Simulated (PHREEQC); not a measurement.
Model water analysis in mmol/kgw, 25 °C, pH 8.57, pe -0.6: Na 306; K 2.94; Ca 2.99; Mg 22.7; Cl 309; S(6) 19.8; Alkalinity (meq/kgw) 1.77; F 0.0366; Li 0.233; Mn(2) 8.6.

Valence states are taken as typed.

All values are PHREEQC results (ion-association model, wateq4f.dat), not measurements.

Question: The ionic strength comes out as 0.387 mol/kgw. What activity coefficients do SO4-2, Cl-, LiSO4-, CO3-2, NaCO3- get?

Answer: SO4-2 0.23, Cl- 0.66, LiSO4- 0.70, CO3-2 0.25, NaCO3- 0.71.

This is a speciation only: nothing precipitates in the calculation. Examples of supersaturated solids here: Rhodochrosite, Magnesite (slow to form). Others may be too.
